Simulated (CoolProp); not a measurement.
A Linde-Hampson liquefier for ethane: isothermal reversible compression at 320 K from 1 atm to 5 MPa, throttling to 1 atm, return gas leaving the recuperator 2 K below the feed. Each further row changes one setting.

The numbers come from the reference Helmholtz-energy equation of state, Bücker 2006 in CoolProp.

| case | liquid yield per pass | compression work (kJ/kg of gas) |
|---|---|---|
| as stated | ___ | 315 |
| high pressure 10 MPa | ___ | ___ |
| warm-end temperature 350 K | ___ | ___ |
| warm-end gap 7 K | ___ | 315 |

Question: Some entries are withheld; supply them.

Answer: 
- as stated, liquid yield per pass: 0.171
- high pressure 10 MPa, liquid yield per pass: 0.430
- high pressure 10 MPa, compression work (kJ/kg of gas): 338
- warm-end temperature 350 K, liquid yield per pass: 0.108
- warm-end temperature 350 K, compression work (kJ/kg of gas): 354
- warm-end gap 7 K, liquid yield per pass: 0.160
